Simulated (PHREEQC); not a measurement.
Dissolve 0.0087 mol/kgw HCl, 5.9e-05 mol/kgw AlCl3 and 0.15 mol/kgw MgCl2 at 50 °C. Closed to the air; pH follows from the charge balance.

The numbers come from PHREEQC with the ion-association model, phreeqc.dat.

**Question.** The ionic strength comes out as 0.459 mol/kgw. What activity coefficients do Mg+2, Cl-, H+, Al+3 get?

**Answer.** Mg+2 0.28, Cl- 0.64, H+ 0.76, Al+3 0.084.

Precipitation was switched off in this run. Complexes and solids missing from the database can't appear. Constants without temperature data keep their 25 °C values here.
